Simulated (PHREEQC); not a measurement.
Model water analysis in mmol/kgw, 20 °C, pH 7.26, pe 11.5:

| constituent | mmol/kgw |
|---|---|
| Na | 0.382 |
| K | 0.0064 |
| Ca | 0.174 |
| Mg | 0.275 |
| Cl | 0.434 |
| S(6) | 0.335 |
| Alkalinity (meq/kgw) | 0.19 |
| B | 0.0138 |
| Ba | 0.00045 |
| Zn | 0.0202 |
| O(0) (counted as O atoms) | 0.0228 |

Valence states are taken as typed.

Model: ion-association model, phreeqc.dat, run in PHREEQC.

No solid was allowed to form.

Q: Order these Ba species by the share of Ba that they hold, largest first: Ba+2, BaSO4, BaHCO3+.

A: Ba+2 (90 %), BaSO4 (9.6 %), BaHCO3+ (0.11 %)

The pH is 7.26 and the ionic strength 0.00204 mol/kgw. Complexes and solids missing from the database can't appear.
